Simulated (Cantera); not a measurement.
**Thermodynamics of calcination and drying, feed MgSO4 + C + H2**

Charge: 1 mol MgSO4, a varied amount of C, 2.5 mol H2, at 1752 °C and 0.0230 bar.

Method: chemical equilibrium by Gibbs-energy minimisation in Cantera with the NASA 1993 tables (ideal gas, pure condensed phases). Candidate condensed phases: C, C6H6, C7H8, C8H18, H2O, H2SO4, Mg, MgCO3, MgO, Mg(OH)2, MgS, MgSO4, S; 130 gas species. Equilibrium is a limit: real reactors are often held back by kinetics, nucleation or transport.

| n(C) (mol) | x H2O | x H2 | x SO2 | x SO | x S2 | x CO | n MgO(s) |
|---|---|---|---|---|---|---|---|
| 0.0069 | 0.482 | 0.243 | 0.175 | 0.0471 | 0.0287 | 0.00142 | 0.998 |
| 0.019 | 0.479 | 0.244 | 0.173 | 0.0470 | 0.0292 | 0.00392 | 0.998 |
| 0.031 | 0.476 | 0.245 | 0.171 | 0.0470 | 0.0297 | 0.00640 | 0.998 |
| 0.042 | 0.473 | 0.246 | 0.169 | 0.0469 | 0.0302 | 0.00867 | 0.998 |
| 0.054 | 0.470 | 0.246 | 0.167 | 0.0468 | 0.0307 | 0.0112 | 0.998 |
| 0.066 | 0.467 | 0.247 | 0.165 | 0.0467 | 0.0312 | 0.0136 | 0.998 |
| 0.078 | 0.464 | 0.248 | 0.163 | 0.0467 | 0.0317 | 0.0161 | 0.998 |
| 0.09 | 0.461 | 0.249 | 0.161 | 0.0466 | 0.0322 | 0.0186 | 0.998 |
| 0.1 | 0.459 | 0.250 | 0.160 | 0.0465 | 0.0326 | 0.0206 | 0.998 |
| 0.11 | 0.456 | 0.250 | 0.158 | 0.0464 | 0.0330 | 0.0227 | 0.998 |
x: gas mole fraction; n: condensed amount in mol.

From 0.0069 mol C to 0.11 mol C the condensed part is MgO(s). The main Mg-bearing gas is Mg throughout.
